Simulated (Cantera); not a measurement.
Feed: 1 mol HMDSO, 1 mol N2O, 0.62 mol CO2, at 133 Pa.

These are equilibrium values from Cantera (NASA tables, ideal gas, pure condensed phases), not measurements of a reactor. Candidate condensed phases: C, C6H6, C7H8, C8H18, H2O, Si, SiC, SiO2, Si2N2O, Si3N4; 151 gas species. The feed counts by its element totals alone. Mutual solubility and eutectic melting of coexisting phases are not modelled. The tables hold silica as quartz up to 1696 K and as liquid above; real silica turns to tridymite and cristobalite and melts near 1996 K. Kinetics and transport are ignored.

### Question
Which condensed phases are stable at each of these points (T (K)): 1173, 1273, 1373, 1473, 1573, 1673, 1773, 1873, 1973?

### Answer
```tsv
T (K)	condensed phases	Si condensed (%)
1173	C(graphite) + SiO2(β-quartz) + Si2N2O(s)	100.0
1273	C(graphite) + SiC(s) + Si2N2O(s)	99.9
1373	C(graphite) + SiC(s) + Si2N2O(s)	99.8
1473	C(graphite) + SiC(s)	99.7
1573	C(graphite) + SiC(s)	99.6
1673	C(graphite) + SiC(s)	99.4
1773	C(graphite) + SiC(s)	99.1
1873	C(graphite) + SiC(s)	98.7
1973	C(graphite) + SiC(s)	97.7
```

At 1173 K the condensed part is C(graphite) + SiO2(β-quartz) + Si2N2O(s). From 1273 K to 1373 K the condensed part is C(graphite) + SiC(s) + Si2N2O(s). From 1473 K to 1973 K the condensed part is C(graphite) + SiC(s).
